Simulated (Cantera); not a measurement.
Hydrocarbon pyrolysis for carbon deposition

A perfectly stirred reactor is fed with C₂H₆ : N₂ = 1 : 34 (molar parts), at 7.50 Torr; it is held at 1325 K, and followed from long to short residence time.

Computed with Cantera and GRI-Mech 3.0 (53 species, 325 reactions). GRI-Mech 3.0 stops at C3 and has no aromatics, soot or wall deposition, so with more carbon than oxygen in the feed, carbon stays in small species such as C2H2 where larger ones or solid carbon would form. Radical loss at walls, strong at low pressure, is not modelled.

```json
[
 {"τ (s)": "2.6", "x C₂H₆": "0.000523", "x C₂H₂": "0.0202", "x H₂": "0.0393", "x H": "3.70e-5", "x CH₃": "0.000152", "x CH₄": "0.00761", "x CH₂": "7.60e-8"},
 {"τ (s)": "1.3", "x C₂H₆": "0.000955", "x C₂H₂": "0.0179", "x H₂": "0.0360", "x H": "3.97e-5", "x CH₃": "0.000202", "x CH₄": "0.00819", "x CH₂": "1.12e-7"},
 {"τ (s)": "0.70", "x C₂H₆": "0.00164", "x C₂H₂": "0.0152", "x H₂": "0.0325", "x H": "4.17e-5", "x CH₃": "0.000263", "x CH₄": "0.00841", "x CH₂": "1.57e-7"},
 {"τ (s)": "0.36", "x C₂H₆": "0.00294", "x C₂H₂": "0.0116", "x H₂": "0.0280", "x H": "4.28e-5", "x CH₃": "0.000350", "x CH₄": "0.00815", "x CH₂": "2.24e-7"},
 {"τ (s)": "0.19", "x C₂H₆": "0.00510", "x C₂H₂": "0.00789", "x H₂": "0.0231", "x H": "4.22e-5", "x CH₃": "0.000461", "x CH₄": "0.00725", "x CH₂": "3.03e-7"},
 {"τ (s)": "0.098", "x C₂H₆": "0.00871", "x C₂H₂": "0.00440", "x H₂": "0.0177", "x H": "3.95e-5", "x CH₃": "0.000596", "x CH₄": "0.00563", "x CH₂": "3.85e-7"},
 {"τ (s)": "0.051", "x C₂H₆": "0.0137", "x C₂H₂": "0.00194", "x H₂": "0.0123", "x H": "3.52e-5", "x CH₃": "0.000715", "x CH₄": "0.00367", "x CH₂": "4.38e-7"},
 {"τ (s)": "0.026", "x C₂H₆": "0.0192", "x C₂H₂": "0.000621", "x H₂": "0.00740", "x H": "2.96e-5", "x CH₃": "0.000762", "x CH₄": "0.00192", "x CH₂": "4.32e-7"},
 {"τ (s)": "0.014", "x C₂H₆": "0.0233", "x C₂H₂": "0.000162", "x H₂": "0.00395", "x H": "2.39e-5", "x CH₃": "0.000696", "x CH₄": "0.000889", "x CH₂": "3.60e-7"},
 {"τ (s)": "0.0071", "x C₂H₆": "0.0263", "x C₂H₂": "2.52e-5", "x H₂": "0.00163", "x H": "1.71e-5", "x CH₃": "0.000518", "x CH₄": "0.000315", "x CH₂": "2.28e-7"},
 {"τ (s)": "0.0037", "x C₂H₆": "0.0277", "x C₂H₂": "2.75e-6", "x H₂": "0.000554", "x H": "1.06e-5", "x CH₃": "0.000324", "x CH₄": "9.97e-5", "x CH₂": "1.05e-7"}
]
```
x: mole fraction; the columns are a selection and need not sum to one.
